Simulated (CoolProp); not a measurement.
Nitrogen at 559.54 K and 0.179 MPa is throttled through a valve to 0.028 MPa with no heat exchange. Each further row changes one setting.

The numbers come from the reference Helmholtz-energy equation of state, Span 2000 in CoolProp.

```
case                        final density (kg/m³)
--------------------------  ---------------------
as stated                                     [?]
outlet pressure 0.0084 MPa                    [?]
outlet pressure 0.0364 MPa                    [?]
```

Task: What belongs in the gaps?

Result: 
- as stated, final density (kg/m³): 0.169
- outlet pressure 0.0084 MPa, final density (kg/m³): 0.0506
- outlet pressure 0.0364 MPa, final density (kg/m³): 0.219
